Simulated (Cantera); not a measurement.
Input (Python, Cantera):

```python
import numpy as np
import cantera as ct

gas = ct.Solution("gri30.yaml")
gas.TPX = 1625, 56000, {'CH4': 1, 'H2O': 0.3}
reactor = ct.IdealGasConstPressureReactor(gas, energy="off", clone=False)
net = ct.ReactorNet([reactor])
net.rtol, net.atol = 1e-08, 1e-18
show = ['CH4', 'H2O', 'CH2CO', 'H', 'CO2']
times = np.geomspace(3e-06, 200, 14)

steps = ct.SolutionArray(gas, extra=["t"])
rows = []
print(f"{'t/s':>10s}{'T/K':>9s}{'P/Pa':>11s}" + "".join(f"{s:>11s}" for s in show))
for t in times:
    while net.time < t:
        t_next = net.step()
        steps.append(gas.state, t=t_next)
    rows.append([np.interp(t, steps.t, y) for y in (steps.T, steps.P, *steps(*show).X.T)])
    print(f"{t:10.3e}{rows[-1][0]:9.1f}{rows[-1][1]:11.4g}" + "".join(f"{x:11.3e}" for x in rows[-1][2:]))
rate = np.gradient(steps.T, steps.t)
print("integrator steps:", len(steps.t))
if steps.T.max() > steps.T[0] + 200:
    print(f"time of steepest temperature rise: {steps.t[rate.argmax()]:.4e} s")
gas.TPX = 1625, 56000, {'CH4': 1, 'H2O': 0.3}
gas.equilibrate("TP")
print(f"equilibrium (TP): T = {gas.T:.1f} K  " + "  ".join(f"{s} {gas[s].X[0]:.3e}" for s in show))
```

Output:

```
       t/s      T/K       P/Pa        CH4        H2O      CH2CO          H        CO2
 3.000e-06   1625.0    5.6e+04  7.692e-01  2.308e-01  2.655e-22  3.275e-07  7.601e-24
 1.199e-05   1625.0    5.6e+04  7.691e-01  2.308e-01  1.511e-18  3.305e-07  4.084e-20
 4.795e-05   1625.0    5.6e+04  7.687e-01  2.307e-01  6.743e-15  3.748e-07  3.761e-16
 1.917e-04   1625.0    5.6e+04  7.671e-01  2.306e-01  1.234e-11  6.319e-07  1.460e-12
 7.664e-04   1625.0    5.6e+04  7.576e-01  2.301e-01  6.398e-09  1.729e-06  8.389e-10
 3.064e-03   1625.0    5.6e+04  6.963e-01  2.240e-01  1.611e-06  7.916e-06  1.211e-07
 1.225e-02   1625.0    5.6e+04  5.178e-01  1.996e-01  1.977e-05  2.180e-05  2.962e-06
 4.898e-02   1625.0    5.6e+04  2.825e-01  1.658e-01  3.049e-05  4.064e-05  4.508e-05
 1.958e-01   1625.0    5.6e+04  1.037e-01  1.333e-01  3.019e-05  6.185e-05  4.483e-04
 7.828e-01   1625.0    5.6e+04  4.364e-02  9.251e-02  2.023e-05  7.570e-05  1.593e-03
 3.130e+00   1625.0    5.6e+04  3.407e-02  3.455e-02  6.153e-06  7.918e-05  1.393e-03
 1.251e+01   1625.0    5.6e+04  2.965e-02  1.931e-03  5.108e-07  8.084e-05  1.018e-04
 5.003e+01   1625.0    5.6e+04  2.938e-02  5.685e-07  2.284e-07  8.094e-05  3.006e-08
 2.000e+02   1625.0    5.6e+04  2.938e-02  5.237e-07  2.284e-07  8.094e-05  2.767e-08
integrator steps: 1786
equilibrium (TP): T = 1625.0 K  CH4 2.938e-02  H2O 5.261e-07  CH2CO 2.285e-07  H 8.094e-05  CO2 2.779e-08
```

Model: GRI-Mech 3.0 (53 species, 325 reactions), integrated in Cantera. GRI-Mech 3.0 stops at C3 and has no aromatics, soot or wall deposition, so with more carbon than oxygen in the feed, carbon stays in small species such as C2H2 where larger ones or solid carbon would form.
